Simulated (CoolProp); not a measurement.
Vapour-liquid equilibrium of R13 (1) + R11 (2) at 0.185 MPa; x and y are mole fractions of (1).

Computed with CoolProp (multi-fluid Helmholtz-energy mixture model, Platzer 1990 and Jacobsen 1992; pair parameters Bell 2016). This equation is an older, rougher fit; its heat capacities, sound speeds and derivatives of the liquid may be far off and weren't checked against measurements.

### Question
Give the bubble temperature and the first vapour's composition at x = 0.2, 0.35, 0.5. Is there an azeotrope?

### Answer
x = 0.2: 232.4 K, y = 0.976; x = 0.35: 220.3 K, y = 0.991; x = 0.5: 214.6 K, y = 0.995. No azeotrope shows between x = 0.05 and 0.95.

Pair parameters are fitted to limited data, so mixtures are less certain than the pure fluids. With so large a gap from Raoult's law the liquid may split in two, which this calculation doesn't test in full.
